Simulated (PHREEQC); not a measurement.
A column of 1 m (30 cells, dispersivity 0.035 m, 3600 s a shift, diffusion coefficient 3e-10 m²/s) holds 0.0017 eq of the database's cation exchanger X per kg of pore water, first in equilibrium with 0.049 mol MgSO4, 0.00051 mol NaCl, 0.0007 mol ZnSO4 and 1e-05 mol HCl per kg of water. It is flushed with 0.00044 mol NaCl, 0.00055 mol CaCl2 and 1e-05 mol HCl per kg of water, at 25 °C. Values are for the last cell. No CO2 enters from the air. Precipitation was switched off in this run.

The numbers come from PHREEQC with the ion-association model, phreeqc.dat.

Problem. Predict S in solution (mol/kgw) at pore volumes = 0.1833, 3.85, 4.017, 4.517, 5.017.

Solution. 
```
pore volumes  S in solution (mol/kgw)
------------  -----------------------
0.1833                         0.0497
3.85                         5.58e-10
4.017                        1.76e-10
4.517                        5.46e-12
5.017                        1.66e-13
```

Species that the database lacks are ignored.
